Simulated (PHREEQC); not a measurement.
Ca(OH)2 is added in steps, without added water, to 1 kg of water holding 0.0079 mol/kgw Ca(HCO3)2, 0.00038 mol/kgw NaHCO3 and 0.018 mol/kgw MgSO4, at 25 °C. Oxygen alone is held at its pressure in air (log pO2 = -0.68). No CO2 enters from the air. The run lets Calcite, Gypsum, Brucite, Portlandite, Hydromagnesite, Mirabilite, Epsomite, Nahcolite, Natron precipitate or redissolve, and no other solid.

Base run: PHREEQC, ion-association model, wateq4f.dat. Each further column changes one thing. The table gives Mg in solution (mol/kgw).

```csv
Ca(OH)2 added (mol),base,MgSO4 from 0.018 to 0.0018 mol/kgw,diluted 5-fold with water,NaHCO3 from 0.00038 to 0.00076 mol/kgw
0,0.0180,0.00180,0.00360,0.0180
0.002625,0.0180,0.00180,0.00264,0.0180
0.00525,0.0180,0.00180,…,0.0180
0.00875,0.0173,0.00120,9.12e-7,0.0175
0.01137,0.0148,2.82e-6,4.48e-7,0.0149
0.014,0.0121,6.79e-7,…,…
0.01663,0.00952,…,…,0.00971
0.01925,0.00690,2.63e-7,1.80e-7,…
0.02275,0.00341,…,1.45e-7,0.00360
0.02538,0.000832,1.58e-7,1.28e-7,0.00101
0.028,3.65e-6,1.36e-7,1.28e-7,4.38e-6
```

Question: What belongs in the gaps?

Answer: 
- 0.00525, diluted 5-fold with water: 0.000151
- 0.014, diluted 5-fold with water: 2.97e-7
- 0.014, NaHCO3 from 0.00038 to 0.00076 mol/kgw: 0.0123
- 0.01663, MgSO4 from 0.018 to 0.0018 mol/kgw: 3.77e-7
- 0.01663, diluted 5-fold with water: 2.24e-7
- 0.01925, NaHCO3 from 0.00038 to 0.00076 mol/kgw: 0.00709
- 0.02275, MgSO4 from 0.018 to 0.0018 mol/kgw: 1.90e-7
